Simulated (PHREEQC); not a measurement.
Make-up at 58 °C: 0.0088 mol/kgw TMAH, 6e-06 mol/kgw H4SiO4 and 7.38e-05 mol/kgw K2CO3. Closed to the air; pH follows from the charge balance.

The numbers come from PHREEQC with the ion-association model, phreeqc.dat.

**Question.** The ionic strength comes out as 0.00901 mol/kgw. What activity coefficients do CO3-2, H3SiO4-, K+, OH-, HCO3- get?

**Answer.** CO3-2 0.67, H3SiO4- 0.90, K+ 0.90, OH- 0.90, HCO3- 0.90.

This is a speciation only: nothing precipitates in the calculation. Species that the database lacks are ignored. (CH3)4N+ isn't in the database: it is added as a free cation with an ion size of 4 Å. Away from 25 °C the constants follow the database's enthalpies or fits; those with neither stay at their 25 °C values.
